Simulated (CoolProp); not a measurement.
Computed with CoolProp (reference Helmholtz-energy equation of state, Lemmon 2006). It is a short technical equation, of lower accuracy than the large ones.

Question: For R141b, give the phase and the Joule-Thomson coefficient (K/MPa), expansivity (1/kK) at -73.85 °C and 0.0105 MPa; -13.05 °C and 0.444 MPa; -58.55 °C and 0.739 MPa.

Answer: 
- -73.85 °C and 0.0105 MPa: liquid; Joule-Thomson coefficient -0.475, expansivity 1.27
- -13.05 °C and 0.444 MPa: liquid; Joule-Thomson coefficient -0.438, expansivity 1.40
- -58.55 °C and 0.739 MPa: liquid; Joule-Thomson coefficient -0.474, expansivity 1.29
